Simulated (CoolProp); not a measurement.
Vapour-liquid equilibrium of n-heptane (1) + p-xylene (2) at 0.247 MPa; x and y are mole fractions of (1).

Model: multi-fluid Helmholtz-energy mixture model, Span 2003 and Zhou 2012; pair parameters Bell 2016, in CoolProp.

```csv
x,"bubble temperature, mixture model (K)","bubble temperature, Raoult's law (K)","y, mixture model","y, Raoult's law"
0.05,444.0,444.9,0.127,0.118
0.2,433.7,435.9,0.403,0.396
0.35,426.0,428.3,0.583,0.591
0.5,419.8,421.7,0.713,0.732
0.65,414.7,416.0,0.815,0.838
0.8,410.3,410.9,0.901,0.919
0.95,406.3,406.5,0.976,0.982
```

The largest gap from Raoult's law is -2.3 K in bubble temperature, at x = 0.35. No azeotrope shows between x = 0.05 and 0.95.

The pair parameters rest on a limited set of measurements; away from them the model extrapolates.
